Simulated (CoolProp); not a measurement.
A single-stage vapour-compression cycle with R21: evaporating at 306.15 K (dew point), condensing at 338.15 K (bubble point), superheat 2 K, subcooling 2 K, compressor efficiency 0.7, no pressure losses. Each further row changes one setting.

Model: reference Helmholtz-energy equation of state, Platzer 1990, in CoolProp. This equation is an older, rougher fit; its heat capacities, sound speeds and derivatives of the liquid may be far off and weren't checked against measurements.

```tsv
case	cooling COP	pressure ratio	discharge temperature (K)	refrigerating effect (kJ/kg)	volumetric capacity (kJ/m³)
as stated	6.06	2.50	364.6	194	1980
evaporating temperature 311.15 K	7.41	___	___	___	2320
condensing temperature 333.15 K	7.31	2.20	356.4	200	2030
subcooling 7 K	6.23	2.50	364.6	200	2030
superheat 12 K	6.02	2.50	375.5	201	1960
compressor efficiency 0.6	5.19	2.50	372.0	194	1980
```

### Question
Some entries are withheld; supply them.

### Answer

- evaporating temperature 311.15 K, pressure ratio: 2.14
- evaporating temperature 311.15 K, discharge temperature (K): 360.2
- evaporating temperature 311.15 K, refrigerating effect (kJ/kg): 197
